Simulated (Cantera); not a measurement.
Charge: 1 mol Al2O3, 0.012 mol HCl, 0.022 mol O2, equilibrated at 1327 °C and 750 Torr.

Method: chemical equilibrium by Gibbs-energy minimisation in Cantera with the NASA 1993 tables (ideal gas, pure condensed phases). Candidate condensed phases: Al, AlCl3, Al2O3, H2O; 29 gas species. Gases not in the tables: Al(OH)3. Rates play no part.

Base state: O2 0.633, HCl 0.272, H2O 0.0422, Cl2 0.0322, Cl 0.0197, ClO 0.000342, OH 0.000152, HOCl 7.43e-5 (mole fractions); condensed: Al2O3(s).

Task: What changes in the equilibrium state with this change: pressure from 750 Torr to 15.0 Torr?

Result: 
```csv
species,before,after
O2,0.633,0.622
HCl,0.272,0.278
Cl,0.0197,0.0587
Cl2,0.0322,0.00571
H2O,0.0422,0.0350
AlCl3,1.12e-5,2.26e-6
O,1.15e-5,8.09e-5
HOCl,7.43e-5,1.07e-5
OH,0.000152,0.000365
ClO,0.000342,0.000143
"Al2O3(s), mol",1.00,1.00
```

Task: What changes in the equilibrium state with this change: pressure from 750 Torr to 2630 Torr?

Result: 
| species | before | after |
|---|---|---|
| O2 | 0.633 | 0.634 |
| HCl | 0.272 | 0.257 |
| H2O | 0.0422 | 0.0510 |
| Cl2 | 0.0322 | 0.0447 |
| Cl | 0.0197 | 0.0124 |
| AlCl3 | 1.12e-5 | 1.34e-5 |
| O | 1.15e-5 | 6.17e-6 |
| HOCl | 7.43e-5 | 0.000132 |
| Al2O3(s), mol | 1.00 | 1.00 |
